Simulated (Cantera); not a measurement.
**Stirred combustor or abatement burner**

A perfectly stirred reactor is fed with CH₄ : H₂ : O₂ : N₂ : H₂O = 1 : 0.37 : 1.82 : 6.85 : 1.6 (molar parts), equivalence ratio 1.2, at 0.460 bar; it is adiabatic with a 575 K inlet, and is followed from long to short residence time, starting on the burning branch (τ in s: 0.021, 0.011, 0.0061, 0.0033, 0.0018, 0.00094, 0.0005, 0.00027, 0.00014, 7.7e-05, 4.1e-05).

Model: GRI-Mech 3.0 (53 species, 325 reactions), integrated in Cantera.

```json
[
 {"τ (s)": "0.021", "T (K)": "2036", "x CH₄": "2.47e-5", "x H₂": "0.0346", "x O₂": "0.00162", "x OH": "0.00400", "x HCN": "1.95e-6", "x H₂O₂": "5.40e-8"},
 {"τ (s)": "0.011", "T (K)": "2014", "x CH₄": "3.62e-5", "x H₂": "0.0354", "x O₂": "0.00233", "x OH": "0.00472", "x HCN": "2.22e-6", "x H₂O₂": "7.16e-8"},
 {"τ (s)": "0.0061", "T (K)": "1989", "x CH₄": "5.32e-5", "x H₂": "0.0363", "x O₂": "0.00318", "x OH": "0.00537", "x HCN": "2.45e-6", "x H₂O₂": "9.17e-8"},
 {"τ (s)": "0.0033", "T (K)": "1960", "x CH₄": "8.27e-5", "x H₂": "0.0374", "x O₂": "0.00427", "x OH": "0.00599", "x HCN": "2.72e-6", "x H₂O₂": "1.17e-7"},
 {"τ (s)": "0.0018", "T (K)": "1928", "x CH₄": "0.000133", "x H₂": "0.0384", "x O₂": "0.00558", "x OH": "0.00647", "x HCN": "3.07e-6", "x H₂O₂": "1.47e-7"},
 {"τ (s)": "0.00094", "T (K)": "1891", "x CH₄": "0.000234", "x H₂": "0.0395", "x O₂": "0.00733", "x OH": "0.00677", "x HCN": "3.63e-6", "x H₂O₂": "1.85e-7"},
 {"τ (s)": "0.00050", "T (K)": "1852", "x CH₄": "0.000435", "x H₂": "0.0403", "x O₂": "0.00967", "x OH": "0.00673", "x HCN": "4.56e-6", "x H₂O₂": "2.27e-7"},
 {"τ (s)": "0.00027", "T (K)": "1809", "x CH₄": "0.000888", "x H₂": "0.0409", "x O₂": "0.0134", "x OH": "0.00615", "x HCN": "6.11e-6", "x H₂O₂": "2.72e-7"},
 {"τ (s)": "0.00014", "T (K)": "575", "x CH₄": "0.0859", "x H₂": "0.0318", "x O₂": "0.156", "x OH": "<1e-12", "x HCN": "<1e-12", "x H₂O₂": "<1e-12"},
 {"τ (s)": "7.7e-5", "T (K)": "575", "x CH₄": "0.0859", "x H₂": "0.0318", "x O₂": "0.156", "x OH": "<1e-12", "x HCN": "<1e-12", "x H₂O₂": "<1e-12"},
 {"τ (s)": "4.1e-5", "T (K)": "575", "x CH₄": "0.0859", "x H₂": "0.0318", "x O₂": "0.156", "x OH": "<1e-12", "x HCN": "<1e-12", "x H₂O₂": "<1e-12"}
]
```
x: mole fraction; the columns are a selection and need not sum to one.
